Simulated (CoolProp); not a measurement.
Properties of ethanol along the isobar 65.6 bar (Tc = 241.6 °C, pc = 62.68 bar, ω = 0.644).

The numbers come from the reference Helmholtz-energy equation of state, Schroeder 2014 in CoolProp.

```
T (°C)   phase       Z  conductivity (mW/(m K))
------  ------  ------  -----------------------
-3.95   liquid  0.1657                      173
16.05   liquid  0.1575                      169
36.05   liquid  0.1504                      165
55.95   liquid  0.1445                      161
75.95   liquid  0.1395                      158
95.95   liquid  0.1354                      155
115.85  liquid  0.1323                      152
135.85  liquid  0.1303                      149
155.85  liquid  0.1294                      145
175.75  liquid  0.1300                      142
195.75  liquid  0.1324                      139
215.75  liquid  0.1381                      135
```

Thermal conductivity comes from a separate model (Assael 2013).
